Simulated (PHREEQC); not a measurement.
Solution (25 °C): 0.02 mol CuSO4, 0.24 mol MnCl2 and 0.013 mol Fe(NO3)3 per kg of water. Closed to the air; pH follows from the charge balance.

The numbers come from PHREEQC with the ion-association model, phreeqc.dat.

```
quantity                   before    after
------------------------  -------  -------
pH                           2.70     2.75
ionic strength (mol/kgw)    0.658    0.355
Cl- (mol/kgw)               0.400    0.213
Mn+2 (mol/kgw)              0.168   0.0936
MnCl+ (mol/kgw)            0.0599   0.0215
FeCl+2 (mol/kgw)          0.00444  0.00156
SI of Goethite (FeOOH)      +5.13    +5.17
```

Name the change that produced these shifts.
A. CuSO4 left out
B. diluted 10-fold with water
C. diluted 2-fold with water
D. temperature from 25 to 85 °C
E. CuSO4 from 0.02 to 0.022 mol/kgw

C, diluted 2-fold with water

No solid was allowed to form. Some of these states are supersaturated (in Hematite (slow to form), Goethite (slow to form), for instance).
